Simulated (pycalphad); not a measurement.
All values are pycalphad results on the COST 507 light-alloy database (1999) (1 atm), not direct measurements. These are 1990s assessments: newer ones move some temperatures and phases. Amounts are mole fractions of atoms.

Give the equilibrium state of Si-7.24C (at.%) at 1207 °C.

diamond (Si), fraction 0.855, with <0.01 C at.%; CSI, fraction 0.145, with 50.0 C at.%.

Give the equilibrium state of Si-7.24C (at.%) at 1887 °C.

liquid, fraction 0.858, with 0.16 C at.%; CSI, fraction 0.142, with 50.0 C at.%.

Database names, with the compositions (at.%) that they take in these runs: CSI: Si 50 C 50.
